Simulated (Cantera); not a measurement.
Input (Python, Cantera) and output of one run.

```python
import numpy as np
import cantera as ct

gas_names = """
    C CN CO CO2 C2 CCN CNC C2N2 C2O C3 C3O2 C4 C4N2 C5 N NCO NO NO2 NO3 N2 N2O O O2 O3 Si SiC SiC2 SiN
    SiO SiO2 Si2 Si2C Si2N Si3
""".split()
cond_names = """
    C(gr) Si(cr) Si(L) SiC(b) SiO2(Lqz) SiO2(hqz) SiO2(L) Si2N2O(s) Si3N4(a)
""".split()


def load(file, names, dense=False):
    # The tables refer to 1 bar. Condensed volumes are neglected.
    table = {s.name: s for s in ct.Species.list_from_file(file)}
    out = []
    for n in names:
        d = dict(table[n].input_data)
        d["thermo"] = dict(d["thermo"], **{"reference-pressure": 1e5})
        if dense:
            d["equation-of-state"] = {"model": "constant-volume", "density": "1e6 g/cm^3"}
        out.append(ct.Species.from_dict(d))
    return out


gas = ct.Solution(thermo="ideal-gas", species=load("nasa_gas.yaml", gas_names))
cond = {s.name: ct.Solution(thermo="fixed-stoichiometry", species=[s], name=s.name)
        for s in load("nasa_condensed.yaml", cond_names, dense=True)}
atoms = {
    'Si': {'Si': 1},
    'CO': {'C': 1, 'O': 1},
    'N2': {'N': 2},
}
top_T = {'C(gr)': 4500, 'SiC(b)': 3050, 'Si2N2O(s)': 2100, 'Si3N4(a)': 2400}  # K; cautious upper limits of use, not melting points


def equilibrate(T, P, feed):
    n = {}
    for name, mol in feed.items():
        for a, k in atoms[name].items():
            n[a] = n.get(a, 0.0) + k * mol
    gas.TPX = T, P, n
    mass = sum(n.values()) * gas.mean_molecular_weight
    gas.equilibrate("TP")
    valid = [c for c in cond.values() if c.min_temp <= T <= top_T.get(c.name, c.max_temp)]
    mix = ct.Mixture([(gas, mass / gas.mean_molecular_weight)] + [(c, 0.0) for c in valid])
    mix.T, mix.P = T, P
    mix.equilibrate("TP", solver="vcs", rtol=1e-11, max_steps=5000)
    return mix


results = []
T = 1573.15  # K
P = 120000  # Pa
for m in [1.1, 1.6, 2.2, 2.8, 3.3, 3.9, 4.5, 5]:
    feed = {'Si': 1, 'CO': 5.5, 'N2': m}  # mol
    mix = equilibrate(T, P, feed)
    results.append((T, P, feed, dict(zip(mix.species_names, mix.species_moles))))
    x = sorted(zip(gas.X, gas.species_names), reverse=True)
    print(f"T = {T:g} K  P = {P:g} Pa  n(N2) = {m:g} mol  gas = {mix.phase_moles(0):.4g} mol")
    print("   x: " + "  ".join(f"{s} {v:.3e}" for v, s in x if v > 1e-05))
    print("   condensed (mol): " + ("  ".join(f"{mix.phase(i).name} {mix.phase_moles(i):.4g}"
          for i in range(1, mix.n_phases) if mix.phase_moles(i) > 1e-12) or "none"))
```

It prints:

```
T = 1573.15 K  P = 120000 Pa  n(N2) = 1.1 mol  gas = 4.599 mol
   x: CO 7.606e-01  N2 2.392e-01  CO2 2.492e-04  SiO 1.129e-05
   condensed (mol): C(gr) 2.001  SiO2(hqz) 0.9999
T = 1573.15 K  P = 120000 Pa  n(N2) = 1.6 mol  gas = 5.099 mol
   x: CO 6.860e-01  N2 3.138e-01  CO2 2.028e-04  SiO 1.252e-05
   condensed (mol): C(gr) 2.001  SiO2(hqz) 0.9999
T = 1573.15 K  P = 120000 Pa  n(N2) = 2.2 mol  gas = 5.699 mol
   x: CO 6.138e-01  N2 3.860e-01  CO2 1.623e-04  SiO 1.399e-05
   condensed (mol): C(gr) 2.001  SiO2(hqz) 0.9999
T = 1573.15 K  P = 120000 Pa  n(N2) = 2.8 mol  gas = 6.419 mol
   x: CO 5.730e-01  N2 4.268e-01  CO2 1.415e-04  SiO 1.499e-05
   condensed (mol): C(gr) 1.821  SiO2(hqz) 0.8798  Si2N2O(s) 0.06005
T = 1573.15 K  P = 120000 Pa  n(N2) = 3.3 mol  gas = 7.229 mol
   x: CO 5.730e-01  N2 4.268e-01  CO2 1.415e-04  SiO 1.499e-05
   condensed (mol): C(gr) 1.357  SiO2(hqz) 0.5705  Si2N2O(s) 0.2147
T = 1573.15 K  P = 120000 Pa  n(N2) = 3.9 mol  gas = 8.2 mol
   x: CO 5.730e-01  N2 4.268e-01  CO2 1.415e-04  SiO 1.499e-05
   condensed (mol): C(gr) 0.8003  SiO2(hqz) 0.1994  Si2N2O(s) 0.4002
T = 1573.15 K  P = 120000 Pa  n(N2) = 4.5 mol  gas = 8.999 mol
   x: CO 5.553e-01  N2 4.445e-01  CO2 1.329e-04  SiO 1.446e-05
   condensed (mol): C(gr) 0.5013  Si2N2O(s) 0.4999
T = 1573.15 K  P = 120000 Pa  n(N2) = 5 mol  gas = 9.499 mol
   x: CO 5.261e-01  N2 4.737e-01  CO2 1.193e-04  SiO 1.363e-05
   condensed (mol): C(gr) 0.5012  Si2N2O(s) 0.4999
```

Equilibrium computed with Cantera from the NASA thermochemical tables; the gas is ideal and each condensed phase is pure. Mutual solubility and eutectic melting of coexisting phases are not modelled. The tables hold silica as quartz up to 1696 K and as liquid above; real silica turns to tridymite and cristobalite and melts near 1996 K.
